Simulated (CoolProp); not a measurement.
Vapour-liquid equilibrium of n-hexane (1) + n-decane (2) at 3.49 bar; x and y are mole fractions of (1).

Computed with CoolProp (multi-fluid Helmholtz-energy mixture model, Thol 2019 and Lemmon 2006; pair parameters Kunz 2012).

Q: Give the bubble temperature and the first vapour's composition at x = 0.2, 0.5, 0.95. Is there an azeotrope?

A: x = 0.2: 461.2 K, y = 0.637; x = 0.5: 420.8 K, y = 0.916; x = 0.95: 389.7 K, y = 0.997. No azeotrope shows between x = 0.05 and 0.95.

Pair parameters are fitted to limited data, so mixtures are less certain than the pure fluids.
